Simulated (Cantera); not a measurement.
Input: 1 mol CuO, 200 mol H2, at 1.70 bar.

These are equilibrium values from Cantera (NASA tables, ideal gas, pure condensed phases), not measurements of a reactor. Candidate condensed phases: Cu, CuO, Cu(OH)2, Cu2O, H2O; 12 gas species. Equilibrium is a limit: real reactors are often held back by kinetics, nucleation or transport.

x: gas mole fraction; n: condensed amount in mol.

| T (K) | x H2 | x H2O | x H | x Cu | x Cu2 | n Cu(s) | n Cu(l) |
|---|---|---|---|---|---|---|---|
| 773 | 0.995 | 0.00500 | <1e-12 | <1e-12 | <1e-12 | 1.00 | 0 |
| 848 | 0.995 | 0.00500 | 1.46e-11 | <1e-12 | <1e-12 | 1.00 | 0 |
| 923 | 0.995 | 0.00500 | 1.87e-10 | <1e-12 | <1e-12 | 1.00 | 0 |
| 998 | 0.995 | 0.00500 | 1.65e-9 | 8.47e-12 | <1e-12 | 1.00 | 0 |
| 1073 | 0.995 | 0.00500 | 1.07e-8 | 1.40e-10 | <1e-12 | 1.00 | 0 |
| 1148 | 0.995 | 0.00500 | 5.48e-8 | 1.60e-9 | <1e-12 | 1.00 | 0 |
| 1223 | 0.995 | 0.00500 | 2.30e-7 | 1.35e-8 | <1e-12 | 1.000 | 0 |
| 1298 | 0.995 | 0.00500 | 8.20e-7 | 8.85e-8 | ? | 1.000 | 0 |
| 1373 | 0.995 | 0.00500 | 2.55e-6 | 4.65e-7 | ? | 0 | 1.000 |
| 1448 | 0.995 | 0.00500 | 7.05e-6 | 1.95e-6 | ? | 0 | 1.000 |
| 1523 | 0.995 | 0.00500 | 1.77e-5 | 7.08e-6 | ? | 0 | 0.999 |
| 1598 | 0.995 | 0.00500 | 4.07e-5 | 2.27e-5 | ? | 0 | 0.995 |
| 1673 | 0.995 | 0.00500 | 8.71e-5 | 6.54e-5 | ? | 0 | 0.987 |

### Question
Some entries are withheld; supply them.

### Answer

- 1298, x Cu2: 7.13e-12
- 1373, x Cu2: 7.38e-11
- 1448, x Cu2: 5.39e-10
- 1523, x Cu2: 3.21e-9
- 1598, x Cu2: 1.61e-8
- 1673, x Cu2: 6.91e-8
